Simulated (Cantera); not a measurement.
Charge: 1 mol Si₂Cl₆, 0.0073 mol Cl₂, a varied amount of H₂, held at 752 °C and 1300 Pa.

Equilibrium computed with Cantera from the NASA thermochemical tables; the gas is ideal and each condensed phase is pure. Candidate condensed phases: Si; 19 gas species. The feed counts by its element totals alone. The tables' values for SiCl₃ are old estimates; treat these amounts as uncertain. The numbers say what is thermodynamically allowed, not how fast it happens.

x: gas mole fraction; n: condensed amount in mol.

```csv
n(H₂) (mol),x H₂,x HCl,x SiCl₄,x SiHCl₃,n Si(s)
83,0.963,0.0234,[?],0.00302,0.867
110,0.970,0.0211,[?],0.00223,0.962
140,0.974,0.0193,[?],0.00168,1.05
180,0.978,0.0173,[?],0.00121,1.16
230,0.981,0.0155,[?],0.000861,1.28
300,0.985,0.0135,[?],0.000567,1.41
390,0.987,0.0115,[?],0.000356,1.53
500,0.990,0.00979,[?],0.000217,1.65
640,0.991,0.00816,[?],0.000125,1.74
```

### Question
Fill in the missing entries.

### Answer

- 83, x SiCl₄: 0.00853
- 110, x SiCl₄: 0.00565
- 140, x SiCl₄: 0.00386
- 180, x SiCl₄: 0.00250
- 230, x SiCl₄: 0.00158
- 300, x SiCl₄: 0.000903
- 390, x SiCl₄: 0.000484
- 500, x SiCl₄: 0.000249
- 640, x SiCl₄: 0.000120
